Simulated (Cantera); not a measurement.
Input (Python, Cantera) and output of one run.

```python
import numpy as np
import cantera as ct

gas_names = [...]  # 151 gases of nasa_gas.yaml made of C, H, N, O, Si
cond_names = """
    C(gr) C6H6(L) C7H8(L) C8H18(L),n-octa H2O(s) H2O(L) Si(cr) Si(L) SiC(b) SiO2(Lqz) SiO2(hqz) SiO2(L)
    Si2N2O(s) Si3N4(a)
""".split()


# ... load() reads the species with a 1 bar reference pressure and builds the phases ...
atoms = {
    'SiC': {'Si': 1, 'C': 1},
    'H2O': {'H': 2, 'O': 1},
    'N2': {'N': 2},
    'CH4': {'C': 1, 'H': 4},
}
top_T = {'C(gr)': 4500, 'SiC(b)': 3050, 'Si2N2O(s)': 2100, 'Si3N4(a)': 2400}  # K; cautious upper limits of use, not melting points


# ... equilibrate(T, P, feed) seeds the gas with the atoms and calls Mixture.equilibrate('TP', solver="vcs", rtol=1e-11, max_steps=5000) ...
results = []
feed = {'SiC': 1, 'H2O': 0.0081, 'N2': 51, 'CH4': 0.00086}  # mol
P = 0.13  # Pa
for T in [900, 1000, 1100, 1200, 1300, 1400, 1500, 1600, 1700, 1800, 1900]:
    mix = equilibrate(T, P, feed)
    results.append((T, P, feed, dict(zip(mix.species_names, mix.species_moles))))
    x = sorted(zip(gas.X, gas.species_names), reverse=True)
    print(f"T = {T:g} K  P = {P:g} Pa  gas = {mix.phase_moles(0):.4g} mol")
    print("   x: " + "  ".join(f"{s} {v:.3e}" for v, s in x if v > 1e-05))
    print("   condensed (mol): " + ("  ".join(f"{mix.phase(i).name} {mix.phase_moles(i):.4g}"
          for i in range(1, mix.n_phases) if mix.phase_moles(i) > 1e-12) or "none"))
```

Result:

```
T = 900 K  P = 0.13 Pa  gas = 50.35 mol
   x: N2 9.998e-01  H2 1.950e-04
   condensed (mol): C(gr) 1.001  Si2N2O(s) 0.008099  Si3N4(a) 0.3279
T = 1000 K  P = 0.13 Pa  gas = 51 mol
   x: N2 9.998e-01  H2 1.925e-04
   condensed (mol): C(gr) 0.01665  SiC(b) 0.9841  Si2N2O(s) 0.007965
T = 1100 K  P = 0.13 Pa  gas = 51.01 mol
   x: N2 9.997e-01  H2 1.923e-04  CO 1.114e-04
   condensed (mol): SiC(b) 0.9952  Si2N2O(s) 0.002406
T = 1200 K  P = 0.13 Pa  gas = 51.02 mol
   x: N2 9.997e-01  H2 1.913e-04  CO 1.007e-04  SiO 3.225e-05
   condensed (mol): SiC(b) 0.9957  Si2N2O(s) 0.001316
T = 1300 K  P = 0.13 Pa  gas = 51.02 mol
   x: N2 9.996e-01  H2 1.858e-04  CO 8.937e-05  SiO 6.940e-05  H 1.323e-05
   condensed (mol): SiC(b) 0.9963
T = 1400 K  P = 0.13 Pa  gas = 51.02 mol
   x: N2 9.996e-01  H2 1.649e-04  CO 1.144e-04  H 5.478e-05  Si 5.344e-05  SiO 4.432e-05
   condensed (mol): SiC(b) 0.995
T = 1500 K  P = 0.13 Pa  gas = 51.03 mol
   x: N2 9.994e-01  H 1.615e-04  CO 1.569e-04  Si 1.426e-04  H2 1.094e-04
   condensed (mol): SiC(b) 0.9926
T = 1600 K  P = 0.13 Pa  gas = 51.07 mol
   x: N2 9.987e-01  Si 7.884e-04  H 2.951e-04  CO 1.582e-04  H2 3.829e-05  HCN 1.266e-05
   condensed (mol): C(gr) 0.03238  SiC(b) 0.9593
T = 1700 K  P = 0.13 Pa  gas = 51.43 mol
   x: N2 9.916e-01  Si 7.743e-03  H 3.563e-04  CO 1.569e-04  SiC2 6.074e-05  Si2C 4.672e-05  HCN 1.006e-05
   condensed (mol): C(gr) 0.3899  SiC(b) 0.5935
T = 1800 K  P = 0.13 Pa  gas = 52.02 mol
   x: N2 9.803e-01  Si 1.881e-02  H 3.674e-04  SiC2 2.742e-04  CO 1.554e-04  Si2C 6.386e-05  CN 2.686e-05
   condensed (mol): C(gr) 0.9591
T = 1900 K  P = 0.13 Pa  gas = 52.03 mol
   x: N2 9.801e-01  Si 1.870e-02  SiC2 4.731e-04  H 3.715e-04  CO 1.556e-04  CN 1.240e-04  Si2C 1.703e-05
   condensed (mol): C(gr) 0.9354
```

These are equilibrium values from Cantera (NASA tables, ideal gas, pure condensed phases), not measurements of a reactor. N2 is the only nitrogen source here; it is nearly inert below about 1500 K, so the nitride shown seldom forms there in practice. Mutual solubility and eutectic melting of coexisting phases are not modelled.
